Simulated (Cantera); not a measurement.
Input (Python, Cantera) and output of one run.

```python
import numpy as np
import cantera as ct

gas_names = """
    C CH CH2 CH3 CH2OH CH3O CH4 CH3OH CN CO CO2 COOH C2 C2H CHCO,ketyl C2H2,acetylene C2H2,vinylidene
    CH2CO,ketene C2H3,vinyl CH3CN CH3CO,acetyl C2H4 C2H4O,ethylen CH3CHO,ethanal CH3COOH (HCOOH)2 C2H5
    C2H6 CH3OCH3 C2H5OH CCN CNC C2N2 C2O C3 C3H3,propargyl C3H4,allene C3H4,propyne C3H4,cyclo-
    C3H5,allyl C3H6,propylene C3H6,cyclo- C3H6O C3H7,n-propyl C3H7,i-propyl C3H8 C3H8O,1propanol
    C3H8O,2propanol C3O2 C4 C4H2 C4H4,1,3-cyclo- C4H6,butadiene C4H6,2-butyne C4H6,cyclo- C4H8,1-butene
    C4H8,cis2-buten C4H8,tr2-butene C4H8,isobutene C4H8,cyclo- (CH3COOH)2 C4H9,n-butyl C4H9,i-butyl
    C4H9,s-butyl C4H9,t-butyl C4H10,isobutane C4H10,n-butane C4N2 C5 C5H6,1,3cyclo- C5H8,cyclo-
    C5H10,1-pentene C5H10,cyclo- C5H11,pentyl C5H11,t-pentyl C5H12,n-pentane C5H12,i-pentane
    CH3C(CH3)2CH3 C6H2 C6H5,phenyl C6H5O,phenoxy C6H6 C6H5OH,phenol C6H10,cyclo- C6H12,1-hexene
    C6H12,cyclo- C6H13,n-hexyl C7H7,benzyl C7H8 C7H8O,cresol C7H14,1-heptene C7H15,n-heptyl
    C7H16,n-heptane C8H8,styrene C8H10,ethylbenz C8H16,1-octene C8H17,n-octyl C8H18,isooctane
    C8H18,n-octane C9H19,n-nonyl C10H8,naphthale C10H21,n-decyl C12H9,o-bipheny C12H10,bipheny H HCN HCO
    HCCN HNC HNCO HNO HNO2 HNO3 HO2 H2 HCHO,formaldehy HCOOH H2O H2O2 N NCO NH NH2 NH3 NH2OH NO NO2 NO3
    N2 N2H2 N2H4 N2O O OH O2 O3 Si SiC SiC2 SiC4H12 SiH SiH2 SiH3 SiH4 SiN SiO SiO2 Si2 Si2C Si2N Si3
""".split()
cond_names = """
    C(gr) C6H6(L) C7H8(L) C8H18(L),n-octa H2O(s) H2O(L) Si(cr) Si(L) SiC(b) SiO2(Lqz) SiO2(hqz) SiO2(L)
    Si2N2O(s) Si3N4(a)
""".split()


def load(file, names, dense=False):
    # The tables refer to 1 bar. Condensed volumes are neglected.
    table = {s.name: s for s in ct.Species.list_from_file(file)}
    out = []
    for n in names:
        d = dict(table[n].input_data)
        d["thermo"] = dict(d["thermo"], **{"reference-pressure": 1e5})
        if dense:
            d["equation-of-state"] = {"model": "constant-volume", "density": "1e6 g/cm^3"}
        out.append(ct.Species.from_dict(d))
    return out


gas = ct.Solution(thermo="ideal-gas", species=load("nasa_gas.yaml", gas_names))
cond = {s.name: ct.Solution(thermo="fixed-stoichiometry", species=[s], name=s.name)
        for s in load("nasa_condensed.yaml", cond_names, dense=True)}
atoms = {
    'TEOS': {'Si': 1, 'C': 8, 'H': 20, 'O': 4},
    'O3': {'O': 3},
    'N2': {'N': 2},
}
top_T = {'C(gr)': 4500, 'SiC(b)': 3050, 'Si2N2O(s)': 2100, 'Si3N4(a)': 2400}  # K; cautious upper limits of use, not melting points


def equilibrate(T, P, feed):
    n = {}
    for name, mol in feed.items():
        for a, k in atoms[name].items():
            n[a] = n.get(a, 0.0) + k * mol
    gas.TPX = T, P, n
    mass = sum(n.values()) * gas.mean_molecular_weight
    gas.equilibrate("TP")
    valid = [c for c in cond.values() if c.min_temp <= T <= top_T.get(c.name, c.max_temp)]
    mix = ct.Mixture([(gas, mass / gas.mean_molecular_weight)] + [(c, 0.0) for c in valid])
    mix.T, mix.P = T, P
    mix.equilibrate("TP", solver="vcs", rtol=1e-11, max_steps=5000)
    return mix


results = []
feed = {'TEOS': 1, 'O3': 2.2, 'N2': 2.9}  # mol
T = 1048.15  # K
P = 6800  # Pa
mix = equilibrate(T, P, feed)
results.append((T, P, feed, dict(zip(mix.species_names, mix.species_moles))))
x = sorted(zip(gas.X, gas.species_names), reverse=True)
print(f"T = {T:g} K  P = {P:g} Pa  gas = {mix.phase_moles(0):.4g} mol")
print("   x: " + "  ".join(f"{s} {v:.3e}" for v, s in x if v > 0.0001))
print("   condensed (mol): " + ("  ".join(f"{mix.phase(i).name} {mix.phase_moles(i):.4g}"
      for i in range(1, mix.n_phases) if mix.phase_moles(i) > 1e-12) or "none"))
```

Output:

```
T = 1048.15 K  P = 6800 Pa  gas = 20.89 mol
   x: H2 4.635e-01  CO 3.687e-01  N2 1.388e-01  H2O 1.484e-02  CO2 1.400e-02  CH4 1.244e-04
   condensed (mol): SiO2(hqz) 1
```

Cantera equilibrium calculation (NASA polynomials, part measured and part estimated; ideal gas, pure solids and liquids). The feed counts by its element totals alone.
